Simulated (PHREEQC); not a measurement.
Polishing slurry liquid: speciation

Dissolve 0.026 mol H2SO4, 0.0003 mol H4SiO4 and 0.00088 mol CO2 per kg of water at 90 °C. Closed to the air; pH follows from the charge balance.

Model: ion-association model, phreeqc.dat, run in PHREEQC.

pH: 1.60
ionic strength: 0.0320 mol/kgw
specific conductance: 29100 µS/cm
total alkalinity: -52.0 meq/kg

| species | molality | activity | log γ |
|---|---|---|---|
| H+ | 0.0290 | 0.0248 | -0.068 |
| HSO4- | 0.0230 | 0.0190 | -0.083 |
| SO4-2 | 0.00302 | 0.00144 | -0.322 |
| CO2 | 0.000880 | 0.000886 | 0.003 |
| H4SiO4 | 0.000300 | 0.000302 | 0.003 |
| (CO2)2 | 6.32e-8 | 6.37e-8 | 0.003 |
| HCO3- | 1.79e-8 | 1.49e-8 | -0.079 |

No solid was allowed to form. Species that the database lacks are ignored. Constants without temperature data keep their 25 °C values here.
